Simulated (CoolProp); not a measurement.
Vapour-liquid equilibrium of n-octane (1) + m-xylene (2) at 0.0974 bar; x and y are mole fractions of (1).

Computed with CoolProp (multi-fluid Helmholtz-energy mixture model, Beckmüller 2019 and Zhou 2012; pair parameters Bell 2016).

Give the bubble temperature and the first vapour's composition at x = 0.35, 0.55, 0.95. Is there an azeotrope?

x = 0.35: 337.1 K, y = 0.468; x = 0.55: 335.0 K, y = 0.656; x = 0.95: 331.8 K, y = 0.964. No azeotrope shows between x = 0.05 and 0.95.

Pair parameters are fitted to limited data, so mixtures are less certain than the pure fluids.
